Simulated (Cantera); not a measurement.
Cantera run:

```python
import numpy as np
import cantera as ct

gas_names = [...]  # 95 gases of nasa_gas.yaml made of C, F, H
cond_names = """
    C(gr) C6H6(L) C7H8(L) C8H18(L),n-octa
""".split()


# ... load() reads the species with a 1 bar reference pressure and builds the phases ...
atoms = {
    'CHF3': {'C': 1, 'H': 1, 'F': 3},
    'H2': {'H': 2},
}
top_T = {'C(gr)': 4500}  # K; cautious upper limits of use, not melting points


# ... equilibrate(T, P, feed) seeds the gas with the atoms and calls Mixture.equilibrate('TP', solver="vcs", rtol=1e-11, max_steps=5000) ...
results = []
feed = {'CHF3': 1, 'H2': 0.29}  # mol
T = 3323.15  # K
P = 180  # Pa
mix = equilibrate(T, P, feed)
results.append((T, P, feed, dict(zip(mix.species_names, mix.species_moles))))
print(gas.report(threshold=0.001))
for i in range(1, mix.n_phases):
    print(f"{mix.phase(i).name:16s} {mix.phase_moles(i):12.5e} mol")
```

It prints:

```
       temperature   3323.2 K
          pressure   180 Pa
           density   0.00010028 kg/m^3
  mean mol. weight   15.393 kg/kmol
   phase of matter   gas

                          1 kg             1 kmol
                     ---------------   ---------------
          enthalpy        1.4822e+07        2.2816e+08  J
   internal energy        1.3027e+07        2.0053e+08  J
           entropy             17966        2.7654e+05  J/K
    Gibbs function       -4.4881e+07       -6.9084e+08  J
 heat capacity c_p              1603             24674  J/K
 heat capacity c_v            1062.8             16360  J/K

                      mass frac. Y      mole frac. X     chem. pot. / RT
                     ---------------   ---------------   ---------------
                 C          0.067133          0.086035           -5.6108
                CF          0.041164          0.020434           -32.746
                C2          0.023634          0.015144           -11.222
                C3          0.062536          0.026715           -16.833
                 F           0.62643           0.50754           -27.135
                 H          0.014221           0.21717           -17.507
                HF           0.16359           0.12586           -44.642
     [  +88 minor]          0.001291         0.0011017

C(gr)             0.00000e+00 mol
```

Method: chemical equilibrium by Gibbs-energy minimisation in Cantera with the NASA 1993 tables (ideal gas, pure condensed phases).
